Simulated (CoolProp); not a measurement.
Sulfur dioxide along the isotherm 525 K: Z from the reference equation and from simpler models built on Tc = 430.6 K, pc = 7.887 MPa, ω = 0.256; each cubic takes its own stable root.

Model: reference Helmholtz-energy equation of state, Gao 2016, in CoolProp.

| p (MPa) | phase | reference | van der Waals | Redlich-Kwong | Peng-Robinson |
|---|---|---|---|---|---|
| 0.394 | gas | 0.9915 | 0.9909 | 0.9905 | 0.9901 |
| 0.789 | gas | 0.9829 | 0.9816 | 0.9809 | 0.9802 |
| 1.18 | gas | 0.9743 | 0.9724 | 0.9714 | 0.9704 |
| 1.58 | gas | 0.9655 | 0.9627 | 0.9615 | 0.9604 |
| 1.97 | gas | 0.9568 | 0.9532 | 0.9519 | 0.9506 |
| 2.37 | gas | 0.9479 | 0.9433 | 0.9419 | 0.9406 |
| 2.76 | gas | 0.9391 | 0.9336 | 0.9322 | 0.9308 |
| 3.15 | gas | 0.9302 | 0.9236 | 0.9223 | 0.9210 |
| 3.55 | gas | 0.9211 | 0.9133 | 0.9121 | 0.9110 |
| 3.94 | gas | 0.9122 | 0.9031 | 0.9022 | 0.9012 |
